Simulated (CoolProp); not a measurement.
Vapour-liquid equilibrium of R227EA (1) + n-butane (2) at 61.8 kPa; x and y are mole fractions of (1).

Model: multi-fluid Helmholtz-energy mixture model, Lemmon 2016 and Bücker 2006; pair parameters Bell 2016, in CoolProp.

| x | bubble temperature (K) | y at the bubble point | dew temperature at overall composition x (K) | liquid density (mol/L) |
|---|---|---|---|---|
| 0.05 | 250.8 | 0.366 | 259.2 | 10.62 |
| 0.2 | 242.6 | 0.605 | 255.5 | 10.43 |
| 0.35 | 241.6 | 0.634 | 251.3 | 10.15 |
| 0.5 | 241.5 | 0.637 | 246.4 | 9.906 |
| 0.65 | 241.5 | 0.649 | 241.5 | 9.703 |
| 0.8 | 241.8 | 0.702 | 243.0 | 9.536 |
| 0.95 | 244.1 | 0.876 | 245.2 | 9.369 |

y crosses x between x = 0.5 and 0.65: the model has an azeotrope there.

The pair parameters rest on a limited set of measurements; away from them the model extrapolates. With so large a gap from Raoult's law the liquid may split in two, which this calculation doesn't test in full.
